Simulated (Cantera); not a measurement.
What does this Cantera script print?

```python
import numpy as np
import cantera as ct

gas = ct.Solution("gri30.yaml")
gas.TPX = 1798, 340000, {'CH4': 1, 'H2O': 1.8}
reactor = ct.IdealGasConstPressureReactor(gas, energy="off", clone=False)
net = ct.ReactorNet([reactor])
net.rtol, net.atol = 1e-08, 1e-18
show = ['CH4', 'H2O', 'C2H', 'C2H6', 'HO2']
times = np.geomspace(0.0002, 2, 10)

steps = ct.SolutionArray(gas, extra=["t"])
rows = []
print(f"{'t/s':>10s}{'T/K':>9s}{'P/Pa':>11s}" + "".join(f"{s:>11s}" for s in show))
for t in times:
    while net.time < t:
        t_next = net.step()
        steps.append(gas.state, t=t_next)
    rows.append([np.interp(t, steps.t, y) for y in (steps.T, steps.P, *steps(*show).X.T)])
    print(f"{t:10.3e}{rows[-1][0]:9.1f}{rows[-1][1]:11.4g}" + "".join(f"{x:11.3e}" for x in rows[-1][2:]))
rate = np.gradient(steps.T, steps.t)
print("integrator steps:", len(steps.t))
if steps.T.max() > steps.T[0] + 200:
    print(f"time of steepest temperature rise: {steps.t[rate.argmax()]:.4e} s")
gas.TPX = 1798, 340000, {'CH4': 1, 'H2O': 1.8}
gas.equilibrate("TP")
print(f"equilibrium (TP): T = {gas.T:.1f} K  " + "  ".join(f"{s} {gas[s].X[0]:.3e}" for s in show))
```

Result:

```
       t/s      T/K       P/Pa        CH4        H2O        C2H       C2H6        HO2
 2.000e-04   1798.0    3.4e+05  2.688e-01  6.082e-01  5.945e-08  1.998e-03  3.607e-12
 5.565e-04   1798.0    3.4e+05  1.929e-01  5.644e-01  1.541e-07  7.660e-04  2.755e-12
 1.549e-03   1798.0    3.4e+05  1.178e-01  5.185e-01  2.226e-07  2.423e-04  2.075e-12
 4.309e-03   1798.0    3.4e+05  6.327e-02  4.708e-01  2.515e-07  6.553e-05  1.691e-12
 1.199e-02   1798.0    3.4e+05  3.823e-02  4.106e-01  2.199e-07  2.308e-05  1.237e-12
 3.336e-02   1798.0    3.4e+05  2.956e-02  3.312e-01  1.399e-07  1.243e-05  6.903e-13
 9.283e-02   1798.0    3.4e+05  2.121e-02  2.483e-01  6.376e-08  5.800e-06  3.369e-13
 2.583e-01   1798.0    3.4e+05  1.154e-02  1.875e-01  1.711e-08  1.626e-06  1.769e-13
 7.188e-01   1798.0    3.4e+05  3.410e-03  1.600e-01  1.387e-09  1.379e-07  1.244e-13
 2.000e+00   1798.0    3.4e+05  2.132e-04  1.545e-01  5.189e-12  5.326e-10  1.151e-13
integrator steps: 1917
equilibrium (TP): T = 1798.0 K  CH4 8.315e-07  H2O 1.542e-01  C2H 1.408e-16  C2H6 9.742e-15  HO2 1.150e-13
```

Model: GRI-Mech 3.0 (53 species, 325 reactions), integrated in Cantera.
